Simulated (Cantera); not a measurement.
A freely propagating, adiabatic, planar premixed flame of 31.9 % H2, 10.6 % O2, 57.5 % N2, equivalence ratio 1.5, unburnt at 448 K and 2.90 bar; mixture-averaged transport, grid criteria slope 0.08 and curve 0.16, no radiation.

Model: the H2/O2 subset of GRI-Mech 3.0, which has no nitrogen chemistry, integrated in Cantera. The hydrogen kinetics of GRI-Mech 3.0 are dated; newer H2 mechanisms differ, most at raised pressure. Burning velocities carry a grid error of a few per cent, more on coarse grids.

Q: Predict: laminar burning velocity; thermal thickness; peak x(H2O2); peak x(OH); peak x(O).

A: 
```
Item                         Value
------------------------  --------
laminar burning velocity  381 cm/s
thermal thickness         0.104 mm
peak x(H2O2)               7.36e-5
peak x(OH)                 0.00476
peak x(O)                  0.00288
```
